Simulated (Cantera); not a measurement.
An isothermal, constant-pressure homogeneous reactor starts with 17.3 % H2, 10.2 % O2, 72.4 % N2, equivalence ratio 0.85, at 1025 K and 503 Torr.

Cantera simulation using the H2/O2 subset of GRI-Mech 3.0, which has no nitrogen chemistry; the numbers are that mechanism's predictions, not measurements. The temperature is held fixed by assumption; the heat of reaction is taken as removed at once.

x: mole fraction; the columns are a selection and need not sum to one.

| t (s) | x H2 | x O2 | x OH | x H | x O | x HO2 | x H2O2 |
|---|---|---|---|---|---|---|---|
| 0.000100 | 0.173 | 0.102 | 1.52e-9 | 3.39e-8 | 4.25e-9 | 2.35e-8 | 5.93e-11 |
| 0.000272 | 0.173 | 0.102 | 1.06e-5 | 0.000166 | 2.05e-5 | 3.90e-5 | [?] |
| 0.000739 | 0.0100 | 0.0217 | 0.000280 | 0.000856 | 0.000209 | 2.39e-5 | [?] |
| 0.00201 | 0.00316 | 0.0183 | 3.92e-5 | 3.77e-5 | 2.09e-5 | 1.72e-5 | [?] |
| 0.00546 | 0.00190 | 0.0177 | 6.37e-6 | 3.68e-6 | 2.72e-6 | 1.39e-5 | [?] |
| 0.0149 | 0.00144 | 0.0175 | 2.37e-6 | 1.07e-6 | 8.61e-7 | 1.14e-5 | [?] |
| 0.0404 | 0.000913 | 0.0172 | 1.61e-6 | 4.79e-7 | 4.39e-7 | 8.94e-6 | [?] |
| 0.110 | 0.000428 | 0.0170 | 9.30e-7 | 1.38e-7 | 1.49e-7 | 5.56e-6 | [?] |
| 0.299 | 0.000148 | 0.0168 | 4.40e-7 | 2.44e-8 | 3.01e-8 | 2.52e-6 | [?] |
| 0.812 | 4.22e-5 | 0.0168 | 1.88e-7 | 3.17e-9 | 4.22e-9 | 8.65e-7 | [?] |
| 2.21 | 9.43e-6 | 0.0168 | 9.09e-8 | 3.74e-10 | 5.21e-10 | 2.27e-7 | [?] |
| 6.00 | 9.76e-7 | 0.0168 | 6.17e-8 | 2.87e-11 | 4.77e-11 | 2.75e-8 | 1.50e-10 |

Task: Complete the blanks.

Result: 
- 0.000272, x H2O2: 4.61e-7
- 0.000739, x H2O2: 2.78e-6
- 0.00201, x H2O2: 2.14e-6
- 0.00546, x H2O2: 3.83e-6
- 0.0149, x H2O2: 4.86e-6
- 0.0404, x H2O2: 3.37e-6
- 0.110, x H2O2: 1.41e-6
- 0.299, x H2O2: 3.04e-7
- 0.812, x H2O2: 3.83e-8
- 2.21, x H2O2: 3.28e-9
